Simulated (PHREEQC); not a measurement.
Model water analysis in mg/L, 65 °C, pH 7.69, pe 2.6: Na 25; K 5.28; Ca 9.3; Mg 4.85; Cl 27.4; S(6) as SO4 29.4; Alkalinity as HCO3 42.2; Li 0.16; Si as SiO2 0.725; Mn(2) 2.25; Br 0.0409; Ba 0.0674; B 0.112.

Valence states are taken as typed.

All values are PHREEQC results (ion-association model, phreeqc.dat), not measurements.

Precipitation was switched off in this run.

Question: What specific conductance, charge-balance error does the model give?

Answer: specific conductance 480 µS/cm; charge-balance error 2.8 %.

Question: In which forms is Mn present?

Answer: Mn+2 79 %, MnCO3 11 %, MnSO4 4.7 %, MnHCO3+ 3.6 %, MnOH+ 1.5 % of the Mn.

Examples of supersaturated solids here: Rhodochrosite. Others may be too. At this temperature some constants are extrapolated from 25 °C, and those without enthalpy data are left unchanged.
